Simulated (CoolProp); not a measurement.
Vapour-liquid equilibrium of R21 (1) + methanol (2) at 118.25 °C; x and y are mole fractions of (1).

The numbers come from the multi-fluid Helmholtz-energy mixture model, Platzer 1990 and de Reuck 1993; pair parameters Bell 2016 in CoolProp. This equation is an older, rougher fit; its heat capacities, sound speeds and derivatives of the liquid may be far off and weren't checked against measurements.

| x | bubble pressure (MPa) | y at the bubble point | dew pressure at overall composition x (MPa) | liquid density (mol/L) |
|---|---|---|---|---|
| 0.05 | 1.220 | 0.482 | 0.6447 | 20.56 |
| 0.125 | 1.604 | 0.596 | 0.7027 | 19.21 |
| 0.2 | 1.696 | 0.616 | 0.7711 | 17.98 |
| 0.275 | 1.709 | 0.619 | 0.8541 | 16.86 |
| 0.35 | 1.715 | 0.622 | 0.9575 | 15.86 |
| 0.425 | 1.733 | 0.629 | 1.090 | 14.97 |
| 0.5 | 1.763 | 0.646 | 1.268 | 14.18 |
| 0.575 | 1.798 | 0.672 | 1.518 | 13.47 |
| 0.65 | 1.833 | 0.709 | 1.770 | 12.84 |
| 0.725 | 1.861 | 0.757 | 1.843 | 12.28 |
| 0.8 | 1.882 | 0.815 | 1.878 | 11.77 |
| 0.875 | 1.895 | 0.880 | 1.894 | 11.31 |
| 0.95 | 1.902 | 0.951 | 1.902 | 10.89 |

No azeotrope shows between x = 0.05 and 0.95.

The pair parameters rest on a limited set of measurements; away from them the model extrapolates. With so large a gap from Raoult's law the liquid may split in two, which this calculation doesn't test in full.
